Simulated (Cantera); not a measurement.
Input: 1 mol CH2F2, 1.8 mol CH4, 0.077 mol H2, 1.3 mol F2, held at 45.0 mbar.

Method: chemical equilibrium by Gibbs-energy minimisation in Cantera with the NASA 1993 tables (ideal gas, pure condensed phases). Candidate condensed phases: C, C6H6, C7H8, C8H18; 95 gas species. The numbers say what is thermodynamically allowed, not how fast it happens. All values below are at 1902 °C.

Base state: HF 0.655, H2 0.331, H 0.0132, C2H2 (acetylene) 0.000739, F 2.07e-5 (mole fractions); condensed: C(graphite).

Q: What changes in the equilibrium state with this change: CH4 from 1.8 to 0.8 mol?

A: 
```tsv
species	before	after
HF	0.655	0.921
H2	0.331	0.0723
H	0.0132	0.00619
C2H2 (acetylene)	0.000739	0.000161
F	2.07e-5	6.23e-5
C(graphite), mol	2.79	1.80
```
